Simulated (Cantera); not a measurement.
Input: 1 mol Si, 0.81 mol HCl, 2.5 mol H2, held at 210 Torr.

Equilibrium computed with Cantera from the NASA thermochemical tables; the gas is ideal and each condensed phase is pure. Candidate condensed phases: Si; 19 gas species. The tables' values for SiCl3 are old estimates; treat these amounts as uncertain. Equilibrium is a limit: real reactors are often held back by kinetics, nucleation or transport. All values below are at 1400 K.

Base state: H2 0.845, HCl 0.0962, SiCl2 0.0324, SiCl4 0.0104, SiCl3 0.00892, SiHCl3 0.00648, SiH2Cl2 0.000606, SiH3Cl 1.63e-5 (mole fractions); condensed: Si(s).

Q: What changes in the equilibrium state with this change: pressure from 210 Torr to 12800 Torr?

A: 
```
species       before     after
----------  --------  --------
H2             0.845     0.888
HCl           0.0962    0.0419
SiHCl3       0.00648    0.0310
SiCl2         0.0324   0.00585
SiCl4         0.0104    0.0207
SiH4         1.80e-7   1.21e-5
SiH3Cl       1.63e-5  0.000453
SiH2Cl2     0.000606   0.00698
Si(s), mol     0.810     0.781
```
Gases not in the tables: Si2H6 and higher silanes.
